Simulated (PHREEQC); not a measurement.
**Polishing slurry liquid: an equilibrium model**

Dissolve 0.28 mol HNO3, 0.164 mol KNO3 and 0.00015 mol H3BO3 per kg of water at 38 °C. Closed to the air; pH follows from the charge balance.

Equilibrium calculation in PHREEQC: ion-association model, wateq4f.dat.

The pH is 0.67. The ionic strength comes out as 0.444 mol/kgw, the activity of water comes out as 0.985 and the total alkalinity is -280 meq/kg.

```json
[
 {"species": "NO3-", "molality": "0.444", "activity": "0.274", "log γ": "-0.209"},
 {"species": "H+", "molality": "0.280", "activity": "0.214", "log γ": "-0.117"},
 {"species": "K+", "molality": "0.164", "activity": "0.106", "log γ": "-0.190"},
 {"species": "H3BO3", "molality": "0.000150", "activity": "0.000166", "log γ": "0.044"}
]
```

Precipitation was switched off in this run. Species that the database lacks are ignored. Constants without temperature data keep their 25 °C values here.
